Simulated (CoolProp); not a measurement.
Vapour-liquid equilibrium of R113 (1) + acetone (2) at 0.242 MPa; x and y are mole fractions of (1).

The numbers come from the multi-fluid Helmholtz-energy mixture model, Marx 1992 and Lemmon 2006; pair parameters Bell 2016 in CoolProp.

Question: Give the bubble temperature and the first vapour's composition at x = 0.15, 0.85, 0.95. Is there an azeotrope?

Answer: x = 0.15: 77.9 °C, y = 0.265; x = 0.85: 73.4 °C, y = 0.800; x = 0.95: 75.2 °C, y = 0.918. y crosses x between x = 0.55 and 0.65: the model has an azeotrope there.

Pair parameters are fitted to limited data, so mixtures are less certain than the pure fluids.
